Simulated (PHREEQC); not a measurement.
Synthetic water in mg/L, 20 °C, pH 7.12, pe 2.3:

```
constituent          mg/L
------------------  -----
Na                    528
K                    38.4
Ca                    334
Mg                   44.4
Cl                    554
S(6) as SO4           195
Alkalinity as HCO3    794
Br                  0.336
Mn(2)                2.44
Fe(2)                20.5
```

Cl is adjusted to close the charge balance.
Valence states are taken as typed.

Equilibrium calculation in PHREEQC: ion-association model, phreeqc.dat.

| Item | Result |
|---|---|
| ionic strength | 0.0539 mol/kgw |
| specific conductance | 3890 µS/cm |
| density | 1.001 g/cm³ |

| species | molality | activity | log γ |
|---|---|---|---|
| Cl- | 0.0281 | 0.0228 | -0.091 |
| Na+ | 0.0228 | 0.0188 | -0.085 |
| HCO3- | 0.0121 | 0.00997 | -0.083 |
| Ca+2 | 0.00745 | 0.00347 | -0.331 |
| CO2 | 0.00180 | 0.00182 | 0.005 |
| Mg+2 | 0.00161 | 0.000772 | -0.320 |
| SO4-2 | 0.00145 | 0.000661 | -0.342 |
| K+ | 0.000980 | 0.000793 | -0.092 |
| CaHCO3+ | 0.000488 | 0.000406 | -0.081 |

No solid was allowed to form. Examples of supersaturated solids here: Siderite, Rhodochrosite. Others may be too. Complexes and solids missing from the database can't appear.
